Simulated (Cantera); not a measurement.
**Premixed flame**

A freely propagating, adiabatic, planar premixed flame of CH4 : O2 : N2 = 1 : 1.54 : 5.78 (molar parts), equivalence ratio 1.3, unburnt at 450 K and 75.0 Torr; mixture-averaged transport, grid criteria slope 0.08 and curve 0.16, no radiation.

Model: GRI-Mech 3.0 (53 species, 325 reactions), integrated in Cantera. Burning velocities carry a grid error of a few per cent, more on coarse grids.

```csv
z (mm),T (K),u (m/s),x CH4,x O2,x CH2CO,x C2H4,x HCO,x H2
-9.33,450,0.937,0.120,0.185,<1e-8,<1e-8,<1e-8,0.00123
-6.22,451,0.942,0.120,0.184,<1e-8,8.42e-8,<1e-8,0.00473
-4.66,458,0.962,0.118,0.183,1.77e-8,1.12e-6,<1e-8,0.00992
-3.11,538,1.14,0.112,0.177,9.02e-7,2.97e-5,<1e-8,0.0215
-1.55,1000,2.18,0.0765,0.138,3.96e-5,0.000447,1.67e-6,0.0405
-0.777,1409,3.12,0.0407,0.0938,0.000136,0.000984,2.91e-5,0.0495
0,1761,3.95,0.0110,0.0469,0.000138,0.000668,7.70e-5,0.0524
0.777,1923,4.32,0.00137,0.0191,3.23e-5,8.22e-5,3.69e-5,0.0481
1.55,1965,4.41,0.000105,0.00822,2.99e-6,2.95e-6,5.43e-6,0.0442
3.11,1980,4.43,5.10e-7,0.00335,2.43e-8,<1e-8,6.65e-8,0.0432
6.22,1989,4.44,<1e-8,0.00256,<1e-8,<1e-8,2.31e-8,0.0443
12.4,1998,4.45,<1e-8,0.00234,<1e-8,<1e-8,2.18e-8,0.0445
24.9,2014,4.48,<1e-8,0.00206,<1e-8,<1e-8,2.00e-8,0.0443
```
x: mole fraction of selected species; z is measured from the peak of heat release.

```yaml
laminar_burning_velocity: 93.6 cm/s
thermal_thickness: 3.11 mm
peak x(CH2CO): 0.000166
peak x(C2H4): 0.00104
peak x(HCO): 7.71e-5
peak x(H2): 0.0525
```
